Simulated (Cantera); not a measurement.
**Adiabatic ignition**

An adiabatic, constant-volume homogeneous reactor starts with CO : H₂ : O₂ : N₂ : CO₂ = 1 : 0.058 : 0.378 : 1.42 : 0.3 (molar parts), at 1350 K and 800000 Pa.

Cantera simulation using GRI-Mech 3.0 (53 species, 325 reactions); the numbers are that mechanism's predictions, not measurements. The hydrogen kinetics of GRI-Mech 3.0 are dated; newer H2 mechanisms differ, most at raised pressure.

```tsv
t (s)	T (K)	P (bar)	x CO	x H₂	x O₂	x O	x H₂O₂
1.00e-6	1350	8.00	0.317	0.0184	0.120	1.26e-7	7.00e-11
3.76e-6	1350	8.00	0.317	0.0184	0.120	2.95e-6	9.97e-9
1.41e-5	1995	11.4	0.247	0.00131	0.0671	0.0158	6.54e-7
5.32e-5	2946	15.8	0.153	0.00111	0.0205	0.00358	1.45e-7
0.000200	2942	15.8	0.153	0.00112	0.0178	0.00312	1.35e-7
0.000752	2936	15.8	0.153	0.00113	0.0169	0.00298	1.31e-7
0.00283	2936	15.8	0.153	0.00113	0.0169	0.00298	1.31e-7
0.0106	2936	15.8	0.153	0.00113	0.0169	0.00298	1.31e-7
0.0400	2936	15.8	0.153	0.00113	0.0169	0.00298	1.31e-7
0.150	2936	15.8	0.153	0.00113	0.0169	0.00298	1.31e-7
0.566	2936	15.8	0.153	0.00113	0.0169	0.00298	1.31e-7
2.13	2936	15.8	0.153	0.00113	0.0169	0.00298	1.31e-7
8.00	2936	15.8	0.153	0.00113	0.0169	0.00298	1.31e-7
```
x: mole fraction; the columns are a selection and need not sum to one.

| Item | Result |
|---|---|
| time of steepest temperature rise | 14.1 µs |
| temperature at 8.00 s | 2936 K |
| equilibrium temperature | 2936 K |
| x(CO) at 8.00 s | 0.153 (gas-phase equilibrium 0.153) |
| x(H₂) at 8.00 s | 0.00113 (gas-phase equilibrium 0.00113) |
| x(O₂) at 8.00 s | 0.0169 (gas-phase equilibrium 0.0169) |
